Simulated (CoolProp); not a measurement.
Aqueous propylene glycol as a coolant, 11 % by mass, freezing at -3.2 °C, 1 atm.

Values from CoolProp's Melinder's fits for secondary coolants.

```
T (°C)  cp (kJ/(kg K))  viscosity (mPa s)  Prandtl number  density (kg/m³)
------  --------------  -----------------  --------------  ---------------
-1               4.045               2.98            23.6             1010
8.4              4.054               2.12            16.4             1009
17.7             4.064               1.58            12.0             1008
27.1             4.076               1.22            9.12             1005
36.4             4.088              0.982            7.19             1002
```
